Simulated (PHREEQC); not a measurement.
Dissolve 0.029 mol/kgw NH4HF2, 0.041 mol/kgw H2SiF6, 0.093 mol/kgw H3PO4 and 0.00036 mol/kgw H2SO4 at 20 °C. Closed to the air; pH follows from the charge balance.

The numbers come from PHREEQC with the ion-association model, phreeqc.dat.

- pH: 1.25
- ionic strength: 0.139 mol/kgw
- density: 1.008 g/cm³
- total alkalinity: -369 meq/kg

```csv
species,molality,activity,log γ
H3PO4,0.0792,0.0818,0.014
H+,0.0685,0.0557,-0.090
HF,0.0565,0.0584,0.014
SiF6-2,0.0410,0.0140,-0.468
NH4+,0.0290,0.0208,-0.144
H2PO4-,0.0138,0.0106,-0.114
F-,0.00103,0.000764,-0.132
```

No solid was allowed to form. Complexes and solids missing from the database can't appear. SiF6-2 is the database's only silicon fluoride.
